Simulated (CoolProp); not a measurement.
Properties of sulfur dioxide along the isobar 35 MPa (Tc = 430.6 K, pc = 7.887 MPa, ω = 0.256).

The numbers come from the reference Helmholtz-energy equation of state, Gao 2016 in CoolProp.

```tsv
T (K)	phase	density (kg/m³)	cv (kJ/(kg K))	Joule-Thomson coefficient (K/MPa)
319.6	liquid	(withheld)	0.7939	(withheld)
345.3	liquid	1318	(withheld)	-0.2050
371	liquid	(withheld)	0.7725	-0.1429
396.6	liquid	(withheld)	(withheld)	-0.05769
422.3	liquid	1115	0.7549	0.05868
448	supercritical	1038	0.7479	0.2149
473.7	supercritical	957.4	0.7420	0.4191
499.3	supercritical	873.7	0.7366	0.6720
525	supercritical	789.6	0.7316	0.9588
```

Question: What belongs in the gaps?

Answer: 
- 319.6, density (kg/m³): 1379
- 319.6, Joule-Thomson coefficient (K/MPa): -0.2496
- 345.3, cv (kJ/(kg K)): 0.7828
- 371, density (kg/m³): 1254
- 396.6, density (kg/m³): 1187
- 396.6, cv (kJ/(kg K)): 0.7632
